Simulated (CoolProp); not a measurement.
Octamethylcyclotetrasiloxane (D4) along the isotherm 620 K: Z from the reference equation and from simpler models built on Tc = 586.5 K, pc = 1.347 MPa, ω = 0.598; each cubic takes its own stable root.

The numbers come from the reference Helmholtz-energy equation of state, Thol 2015 in CoolProp.

```json
[
 {"p (MPa)": "0.0107", "phase": "gas", "reference": "0.9977"},
 {"p (MPa)": "0.0202", "phase": "gas", "reference": "0.9957"},
 {"p (MPa)": "0.0383", "phase": "gas", "reference": "0.9919"},
 {"p (MPa)": "0.0726", "phase": "gas", "reference": "0.9846"},
 {"p (MPa)": "0.138", "phase": "gas", "reference": "0.9704"},
 {"p (MPa)": "0.261", "phase": "gas", "reference": "0.9431"},
 {"p (MPa)": "0.494", "phase": "gas", "reference": "0.8886"},
 {"p (MPa)": "0.937", "phase": "gas", "reference": "0.7732"},
 {"p (MPa)": "1.78", "phase": "supercritical", "reference": "0.4806"},
 {"p (MPa)": "3.37", "phase": "supercritical", "reference": "0.4011"}
]
```

Task: How far does each simpler model (Redlich-Kwong, Soave-Redlich-Kwong) lie from the reference over these 10 states: mean and median of the absolute difference, and the worst?

Result: 
- Redlich-Kwong: mean 2.5 %, median 0.1 %, worst -14.4 % at 620 K and 1.78 MPa
- Soave-Redlich-Kwong: mean 2.7 %, median 0.2 %, worst +16.3 % at 620 K and 3.37 MPa
